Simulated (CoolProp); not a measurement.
Saturation properties of methanol.

Computed with CoolProp (reference Helmholtz-energy equation of state, de Reuck 1993).

```json
[
 {"T (°C)": "26.35", "p (kPa)": "18.21", "liquid density (kg/m³)": "785.0", "vapour density (kg/m³)": "0.2403", "enthalpy of vaporisation (kJ/kg)": "1167", "surface tension (mN/m)": "22.0", "vapour viscosity (µPa s)": "9.66"},
 {"T (°C)": "36.55", "p (kPa)": "30.19", "liquid density (kg/m³)": "775.4", "vapour density (kg/m³)": "0.3876", "enthalpy of vaporisation (kJ/kg)": "1151", "surface tension (mN/m)": "21.2", "vapour viscosity (µPa s)": "9.98"},
 {"T (°C)": "46.75", "p (kPa)": "48.28", "liquid density (kg/m³)": "765.7", "vapour density (kg/m³)": "0.6045", "enthalpy of vaporisation (kJ/kg)": "1134", "surface tension (mN/m)": "20.3", "vapour viscosity (µPa s)": "10.3"},
 {"T (°C)": "56.95", "p (kPa)": "74.76", "liquid density (kg/m³)": "755.8", "vapour density (kg/m³)": "0.9148", "enthalpy of vaporisation (kJ/kg)": "1115", "surface tension (mN/m)": "19.5", "vapour viscosity (µPa s)": "10.6"},
 {"T (°C)": "67.15", "p (kPa)": "112.4", "liquid density (kg/m³)": "745.7", "vapour density (kg/m³)": "1.348", "enthalpy of vaporisation (kJ/kg)": "1096", "surface tension (mN/m)": "18.6", "vapour viscosity (µPa s)": "10.9"},
 {"T (°C)": "77.35", "p (kPa)": "164.7", "liquid density (kg/m³)": "735.3", "vapour density (kg/m³)": "1.939", "enthalpy of vaporisation (kJ/kg)": "1075", "surface tension (mN/m)": "17.7", "vapour viscosity (µPa s)": "11.2"},
 {"T (°C)": "87.55", "p (kPa)": "235.5", "liquid density (kg/m³)": "724.6", "vapour density (kg/m³)": "2.730", "enthalpy of vaporisation (kJ/kg)": "1052", "surface tension (mN/m)": "16.8", "vapour viscosity (µPa s)": "11.5"},
 {"T (°C)": "97.75", "p (kPa)": "329.4", "liquid density (kg/m³)": "713.5", "vapour density (kg/m³)": "3.772", "enthalpy of vaporisation (kJ/kg)": "1028", "surface tension (mN/m)": "15.8", "vapour viscosity (µPa s)": "11.8"},
 {"T (°C)": "107.95", "p (kPa)": "451.7", "liquid density (kg/m³)": "701.8", "vapour density (kg/m³)": "5.128", "enthalpy of vaporisation (kJ/kg)": "1001", "surface tension (mN/m)": "14.8", "vapour viscosity (µPa s)": "12.0"},
 {"T (°C)": "118.15", "p (kPa)": "608.2", "liquid density (kg/m³)": "689.6", "vapour density (kg/m³)": "6.871", "enthalpy of vaporisation (kJ/kg)": "971.8", "surface tension (mN/m)": "13.8", "vapour viscosity (µPa s)": "12.3"},
 {"T (°C)": "128.45", "p (kPa)": "807.8", "liquid density (kg/m³)": "676.5", "vapour density (kg/m³)": "9.120", "enthalpy of vaporisation (kJ/kg)": "939.3", "surface tension (mN/m)": "12.8", "vapour viscosity (µPa s)": "12.6"},
 {"T (°C)": "138.65", "p (kPa)": "1054", "liquid density (kg/m³)": "662.7", "vapour density (kg/m³)": "11.95", "enthalpy of vaporisation (kJ/kg)": "903.8", "surface tension (mN/m)": "11.7", "vapour viscosity (µPa s)": "12.8"},
 {"T (°C)": "148.85", "p (kPa)": "1355", "liquid density (kg/m³)": "647.9", "vapour density (kg/m³)": "15.53", "enthalpy of vaporisation (kJ/kg)": "864.8", "surface tension (mN/m)": "10.6", "vapour viscosity (µPa s)": "13.1"}
]
```

It boils at 64.5 °C under 1 atm.

Viscosity comes from a separate model (Xiang 2006). Surface tension comes from a separate correlation (Mulero 2012).
